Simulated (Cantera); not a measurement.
Charge: 1 mol Si(CH3)4, 0.46 mol CH4, 1900 mol H2, at 35.3 Torr.

These are equilibrium values from Cantera (NASA tables, ideal gas, pure condensed phases), not measurements of a reactor. Candidate condensed phases: C, C6H6, C7H8, C8H18, Si, SiC; 87 gas species. Gases not in the tables: Si2H6 and higher silanes. Equilibrium is a limit: real reactors are often held back by kinetics, nucleation or transport.

log p: log10 of the partial pressure in bar; n: condensed amount in mol.

| T (K) | log p H2 | log p H | log p C2H2 (acetylene) | log p Si | log p CH4 | n C(graphite) | n SiC(s) |
|---|---|---|---|---|---|---|---|
| 1550 | -1.33 | -5.17 | ? | -9.53 | -5.35 | 3.22 | 1.000 |
| 1650 | -1.33 | -4.71 | ? | -8.48 | -5.53 | 3.17 | 1.000 |
| 1750 | -1.33 | -4.30 | ? | -7.54 | -5.70 | 2.94 | 0.998 |
| 1850 | -1.33 | -3.93 | ? | -6.71 | -5.84 | 2.41 | 0.988 |
| 1950 | -1.33 | -3.61 | ? | -5.97 | -5.97 | 1.39 | 0.939 |
| 2050 | -1.33 | -3.31 | ? | -5.28 | -6.11 | 0 | 0.712 |
| 2150 | -1.34 | -3.04 | ? | -4.72 | -6.32 | 0 | 0 |

Some entries are withheld; supply them.


- 1550, log p C2H2 (acetylene): -6.12
- 1650, log p C2H2 (acetylene): -5.67
- 1750, log p C2H2 (acetylene): -5.27
- 1850, log p C2H2 (acetylene): -4.91
- 1950, log p C2H2 (acetylene): -4.59
- 2050, log p C2H2 (acetylene): -4.35
- 2150, log p C2H2 (acetylene): -4.28
